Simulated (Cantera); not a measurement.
Input: 1 mol Si, 0.0018 mol O2, 22 mol N2, held at 1500 K and 0.510 Pa.

Method: chemical equilibrium by Gibbs-energy minimisation in Cantera with the NASA 1993 tables (ideal gas, pure condensed phases). Candidate condensed phases: Si, SiO2, Si2N2O, Si3N4; 16 gas species. The numbers say what is thermodynamically allowed, not how fast it happens.

What is the equilibrium state?


- x(N2): 0.998
- x(Si): 0.00206
- x(SiO): 0.000163
- x(Si2N): 8.98e-6
- x(SiN): 5.98e-6
- x(Si2): 2.64e-6
- n(Si(s)): 0.950 mol
- gas amount: 22.05 mol
